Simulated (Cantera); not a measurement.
Input: 1 mol SiCl4, 0.19 mol O2, 80 mol N2, equilibrated at 1825 K and 0.000570 bar.

Cantera equilibrium calculation (NASA polynomials, part measured and part estimated; ideal gas, pure solids and liquids). Candidate condensed phases: Si, SiO2, Si2N2O, Si3N4; 23 gas species. The tables' values for SiCl3, SiCl are old estimates; treat these amounts as uncertain. Kinetics and transport are ignored.

Base state: N2 0.955, Cl 0.0328, SiCl2 0.00720, SiO 0.00454, SiCl3 0.000181, SiCl 1.47e-5 (mole fractions); condensed: gas only.

Task: What changes in the equilibrium state with this change: temperature from 1825 K to 1050 K?

Result: 
```json
[
 {"species": "N2", "before": "0.955", "after": "0.984"},
 {"species": "SiCl4", "before": "7.03e-6", "after": "0.00997"},
 {"species": "Cl2", "before": "4.86e-6", "after": "0.00367"},
 {"species": "Cl", "before": "0.0328", "after": "0.00201"},
 {"species": "SiCl2", "before": "0.00720", "after": "<1e-9"},
 {"species": "SiO", "before": "0.00454", "after": "<1e-9"},
 {"species": "SiO2(β-quartz), mol", "before": "0", "after": "0.190"}
]
```
